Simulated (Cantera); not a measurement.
Input: 1 mol SiC, 0.0019 mol O₂, 360 mol N₂, equilibrated at 0.260 bar.

Cantera equilibrium calculation (NASA polynomials, part measured and part estimated; ideal gas, pure solids and liquids). Candidate condensed phases: C, Si, SiC, SiO₂, Si₂N₂O, Si₃N₄; 34 gas species. N₂ is the only nitrogen source here; it is nearly inert below about 1500 K, so the nitride shown seldom forms there in practice. Mutual solubility and eutectic melting of coexisting phases are not modelled. Rates play no part.

Q: Which condensed phases are stable at each of these points (T (°C)): 627, 777, 927, 1077, 1227, 1377, 1527, 1677?

A: 
```json
[
 {"T (°C)": "627", "condensed phases": "C(graphite) + Si₂N₂O(s) + Si₃N₄(s)", "Si condensed (%)": "100.0"},
 {"T (°C)": "777", "condensed phases": "C(graphite) + Si₂N₂O(s) + Si₃N₄(s)", "Si condensed (%)": "100.0"},
 {"T (°C)": "927", "condensed phases": "C(graphite) + Si₂N₂O(s) + Si₃N₄(s)", "Si condensed (%)": "100.0"},
 {"T (°C)": "1077", "condensed phases": "C(graphite) + Si₃N₄(s)", "Si condensed (%)": "100.0"},
 {"T (°C)": "1227", "condensed phases": "C(graphite) + Si₃N₄(s)", "Si condensed (%)": "100.0"},
 {"T (°C)": "1377", "condensed phases": "SiC(s) + Si₃N₄(s)", "Si condensed (%)": "100.0"},
 {"T (°C)": "1527", "condensed phases": "SiC(s) + Si₃N₄(s)", "Si condensed (%)": "99.9"},
 {"T (°C)": "1677", "condensed phases": "SiC(s)", "Si condensed (%)": "99.6"}
]
```

From 627 °C to 927 °C the condensed part is C(graphite) + Si₂N₂O(s) + Si₃N₄(s). From 1077 °C to 1227 °C the condensed part is C(graphite) + Si₃N₄(s). From 1377 °C to 1527 °C the condensed part is SiC(s) + Si₃N₄(s). At 1677 °C the condensed part is SiC(s).
